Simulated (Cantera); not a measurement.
# Equilibrium for silicon nitride deposition: SiH2Cl2 + N2

Feed: 1 mol SiH2Cl2, a varied amount of N2, held at 775 K and 75.0 Torr.

Cantera equilibrium calculation (NASA polynomials, part measured and part estimated; ideal gas, pure solids and liquids). Candidate condensed phases: NH4Cl, Si, Si3N4; 28 gas species. N2 is the only nitrogen source here; it is nearly inert below about 1500 K, so the nitride shown seldom forms there in practice. Rates play no part.

```json
[
 {"n(N2) (mol)": "0.75", "x N2": "0.156", "x H2": "0.341", "x HCl": "0.333", "x SiCl4": "0.170", "x SiHCl3": "0.000113", "x NH3": "3.05e-5", "n Si3N4(s)": "0.221"},
 {"n(N2) (mol)": "1.2", "x N2": "0.306", "x H2": "0.260", "x HCl": "0.304", "x SiCl4": "0.130", "x SiHCl3": "7.19e-5", "x NH3": "2.84e-5", "n Si3N4(s)": "0.228"},
 {"n(N2) (mol)": "1.8", "x N2": "0.440", "x H2": "0.198", "x HCl": "0.263", "x SiCl4": "0.0990", "x SiHCl3": "4.82e-5", "x NH3": "2.27e-5", "n Si3N4(s)": "0.233"},
 {"n(N2) (mol)": "2.8", "x N2": "0.575", "x H2": "0.141", "x HCl": "0.213", "x SiCl4": "0.0705", "x SiHCl3": "3.01e-5", "x NH3": "1.56e-5", "n Si3N4(s)": "0.238"},
 {"n(N2) (mol)": "4.4", "x N2": "0.693", "x H2": "0.0952", "x HCl": "0.164", "x SiCl4": "0.0476", "x SiHCl3": "1.79e-5", "x NH3": "9.48e-6", "n Si3N4(s)": "0.244"},
 {"n(N2) (mol)": "6.8", "x N2": "0.783", "x H2": "0.0629", "x HCl": "0.123", "x SiCl4": "0.0315", "x SiHCl3": "1.04e-5", "x NH3": "5.41e-6", "n Si3N4(s)": "0.249"},
 {"n(N2) (mol)": "11", "x N2": "0.856", "x H2": "0.0385", "x HCl": "0.0862", "x SiCl4": "0.0193", "x SiHCl3": "5.57e-6", "x NH3": "2.71e-6", "n Si3N4(s)": "0.255"},
 {"n(N2) (mol)": "17", "x N2": "0.903", "x H2": "0.0241", "x HCl": "0.0612", "x SiCl4": "0.0121", "x SiHCl3": "3.08e-6", "x NH3": "1.38e-6", "n Si3N4(s)": "0.260"},
 {"n(N2) (mol)": "26", "x N2": "0.934", "x H2": "0.0151", "x HCl": "0.0432", "x SiCl4": "0.00753", "x SiHCl3": "1.70e-6", "x NH3": "6.93e-7", "n Si3N4(s)": "0.265"},
 {"n(N2) (mol)": "40", "x N2": "0.956", "x H2": "0.00922", "x HCl": "0.0300", "x SiCl4": "0.00461", "x SiHCl3": "9.15e-7", "x NH3": "3.35e-7", "n Si3N4(s)": "0.270"}
]
```
x: gas mole fraction; n: condensed amount in mol.

From 0.75 mol N2 to 40 mol N2 the condensed part is Si3N4(s). The main Si-bearing gas is SiCl4 throughout. The share of Si in condensed phases is highest at 40 mol N2 (81.0 %) and lowest at 0.75 mol N2 (66.4 %).
